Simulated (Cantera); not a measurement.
Source: NASA polynomial tables (part measured, part estimated), evaluated in Cantera. Values are per mole of reaction as written; species without (g) are pure solids or liquids, kept so even where they would boil at 1 bar.

2 B + O2(g) = B2O2(g)

```tsv
T (K)	ΔH° (kJ)	ΔS° (J/K)	ΔG° (kJ)	log10 K
1398	-461.5	20.7	-490.5	18.33
1448	-461.9	20.4	-491.5	17.73
1498	-462.4	20.1	-492.5	17.17
1548	-462.9	19.8	-493.5	16.65
1598	-463.4	19.5	-494.5	16.16
1648	-463.9	19.2	-495.5	15.70
1698	[?]	[?]	[?]	[?]
1748	-464.9	18.6	-497.4	14.86
1798	-465.4	18.3	-498.3	14.48
1848	[?]	[?]	[?]	[?]
1898	[?]	[?]	[?]	[?]
```

Question: Some entries are withheld; supply them.

Answer: 
- 1698, ΔH° (kJ): -464.4
- 1698, ΔS° (J/K): 18.9
- 1698, ΔG° (kJ): -496.4
- 1698, log10 K: 15.27
- 1848, ΔH° (kJ): -466.0
- 1848, ΔS° (J/K): 17.9
- 1848, ΔG° (kJ): -499.2
- 1848, log10 K: 14.11
- 1898, ΔH° (kJ): -466.6
- 1898, ΔS° (J/K): 17.6
- 1898, ΔG° (kJ): -500.1
- 1898, log10 K: 13.76
